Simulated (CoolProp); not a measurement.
A simple Rankine cycle with R236FA: condensing at 332.15 K, boiler at 1.8 MPa, turbine inlet 399 K, turbine efficiency 0.65, pump efficiency 0.7, no recuperator. Each further row changes one setting.

Values from CoolProp's reference Helmholtz-energy equation of state, Pan 2012.

```csv
case,thermal efficiency (%),net work (kJ/kg),heat in (kJ/kg),turbine exit temperature (K),volume ratio over the turbine
as stated,5.0,___,178,376.9,2.65
condensing temperature 324.15 K,___,11.3,___,372.7,___
boiler pressure 1.26 MPa,3.2,5.83,___,___,1.75
turbine efficiency 0.55,4.1,___,178,___,2.67
```

### Question
What belongs in the gaps?

### Answer

- as stated, net work (kJ/kg): 8.86
- condensing temperature 324.15 K, thermal efficiency (%): 6.0
- condensing temperature 324.15 K, heat in (kJ/kg): 188
- condensing temperature 324.15 K, volume ratio over the turbine: 3.32
- boiler pressure 1.26 MPa, heat in (kJ/kg): 185
- boiler pressure 1.26 MPa, turbine exit temperature (K): 387.3
- turbine efficiency 0.55, net work (kJ/kg): 7.31
- turbine efficiency 0.55, turbine exit temperature (K): 378.5
